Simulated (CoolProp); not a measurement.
Properties of dimethyl ether along the isobar 4.02 MPa (Tc = 127.2 °C, pc = 5.337 MPa, ω = 0.196).

Values from CoolProp's reference Helmholtz-energy equation of state, Wu 2011.

| T (°C) | phase | density (kg/m³) | viscosity (µPa s) |
|---|---|---|---|
| 70.75 | liquid | (withheld) | (withheld) |
| 89.95 | liquid | 540.5 | 72.6 |
| 109.15 | liquid | 468.9 | 54.3 |
| 128.35 | gas | 84.49 | 14.5 |
| 147.65 | gas | 72.48 | (withheld) |
| 166.85 | gas | (withheld) | (withheld) |
| 186.05 | gas | (withheld) | (withheld) |
| 205.25 | gas | 55.25 | 16.6 |
| 224.45 | gas | (withheld) | 17.2 |

What belongs in the gaps?


- 70.75, density (kg/m³): 586.6
- 70.75, viscosity (µPa s): 88.7
- 147.65, viscosity (µPa s): 14.9
- 166.85, density (kg/m³): 64.97
- 166.85, viscosity (µPa s): 15.4
- 186.05, density (kg/m³): 59.52
- 186.05, viscosity (µPa s): 16.0
- 224.45, density (kg/m³): 51.76

Viscosity comes from a separate model (Meng 2012).
